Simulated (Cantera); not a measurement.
# Adiabatic ignition

An adiabatic, constant-pressure homogeneous reactor starts with CH4 : CO : O2 : N2 : CO2 = 1 : 0.043 : 0.879 : 3.6 : 0.7 (molar parts), at 1675 K and 1.50 bar.

Cantera simulation using GRI-Mech 3.0 (53 species, 325 reactions); the numbers are that mechanism's predictions, not measurements.

| t (s) | T (K) | x CH4 | x CO | x O2 | x C2H4 | x C2H2 | x H2O | x OH |
|---|---|---|---|---|---|---|---|---|
| 5.00e-6 | 1675 | 0.161 | 0.00691 | 0.141 | 6.35e-9 | 1.42e-12 | 5.26e-6 | 1.57e-7 |
| 1.24e-5 | 1675 | 0.161 | 0.00691 | 0.141 | 1.36e-7 | 7.94e-11 | 2.17e-5 | 3.02e-7 |
| 3.06e-5 | 1674 | 0.160 | 0.00691 | 0.141 | 2.97e-6 | 4.66e-9 | 0.000109 | 6.76e-7 |
| 7.58e-5 | 1675 | 0.159 | 0.00696 | 0.141 | 5.95e-5 | 3.04e-7 | 0.000659 | 1.87e-6 |
| 0.000188 | 1697 | 0.149 | 0.00892 | 0.135 | 0.00111 | 2.74e-5 | 0.00644 | 1.05e-5 |
| 0.000464 | 2377 | 0.000804 | 0.182 | 5.78e-6 | 5.39e-6 | 0.00368 | 0.160 | 0.000695 |
| 0.00115 | 2362 | 3.25e-6 | 0.193 | 7.09e-6 | 1.79e-9 | 7.82e-6 | 0.153 | 0.000721 |
| 0.00284 | 2358 | 2.81e-11 | 0.193 | 9.55e-6 | <1e-12 | <1e-12 | 0.153 | 0.000830 |
| 0.00704 | 2358 | 2.69e-11 | 0.193 | 9.65e-6 | <1e-12 | <1e-12 | 0.153 | 0.000835 |
| 0.0174 | 2358 | 2.67e-11 | 0.193 | 9.68e-6 | <1e-12 | <1e-12 | 0.153 | 0.000836 |
| 0.0431 | 2359 | 2.65e-11 | 0.193 | 9.71e-6 | <1e-12 | <1e-12 | 0.153 | 0.000837 |
| 0.107 | 2359 | 2.65e-11 | 0.193 | 9.72e-6 | <1e-12 | <1e-12 | 0.153 | 0.000838 |
| 0.264 | 2359 | 2.65e-11 | 0.193 | 9.72e-6 | <1e-12 | <1e-12 | 0.153 | 0.000838 |
| 0.653 | 2359 | 2.65e-11 | 0.193 | 9.72e-6 | <1e-12 | <1e-12 | 0.153 | 0.000838 |
| 1.62 | 2359 | 2.65e-11 | 0.193 | 9.72e-6 | <1e-12 | <1e-12 | 0.153 | 0.000838 |
| 4.00 | 2359 | 2.65e-11 | 0.193 | 9.72e-6 | <1e-12 | <1e-12 | 0.153 | 0.000838 |
x: mole fraction; the columns are a selection and need not sum to one.

| Quantity | Result |
|---|---|
| time of steepest temperature rise | 0.311 ms |
| temperature at 4.00 s | 2359 K |
| equilibrium temperature | 2359 K |
| x(CH4) at 4.00 s | 2.65e-11 (gas-phase equilibrium 2.97e-11) |
| x(CO) at 4.00 s | 0.193 (gas-phase equilibrium 0.193) |
| x(O2) at 4.00 s | 9.72e-6 (gas-phase equilibrium 9.72e-6) |
